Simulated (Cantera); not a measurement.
An isothermal, constant-pressure homogeneous reactor starts with 73.5 % NO, 26.5 % N2, at 1975 K and 0.0430 bar.

Model: GRI-Mech 3.0 (53 species, 325 reactions), integrated in Cantera. Radical loss at walls, strong at low pressure, is not modelled.

Q: Predict: x(NO) at 7.00 s; x(N2) at 7.00 s; x(NO2) at 7.00 s; x(O2) at 7.00 s; x(N2O) at 7.00 s; x(O) at 7.00 s.

A: 
- x(NO) at 7.00 s: 0.274 (gas-phase equilibrium 0.00841)
- x(N2) at 7.00 s: 0.495 (gas-phase equilibrium 0.628)
- x(NO2) at 7.00 s: 0.000106 (gas-phase equilibrium 4.11e-6)
- x(O2) at 7.00 s: 0.230 (gas-phase equilibrium 0.362)
- x(N2O) at 7.00 s: 2.12e-5 (gas-phase equilibrium 8.77e-8)
- x(O) at 7.00 s: 0.00131 (gas-phase equilibrium 0.00161)
